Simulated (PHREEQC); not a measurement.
**Alkaline etch or developer: an equilibrium model**

Dissolve 0.0024 mol/kgw NH3 and 0.00086 mol/kgw K3PO4 at 48 °C. Closed to the air; pH follows from the charge balance.

Model: ion-association model, wateq4f.dat, run in PHREEQC.

Precipitation was switched off in this run.

### Question
What pH does the model give?

### Answer
pH 10.25.

### Question
In which forms is P present?

### Answer
HPO4-2 98 %, PO4-3 1.7 % of the P.

H3PO4, which wateq4f.dat lacks, is added to it with the constant of phreeqc.dat. Away from 25 °C the constants follow the database's enthalpies or fits; those with neither stay at their 25 °C values.
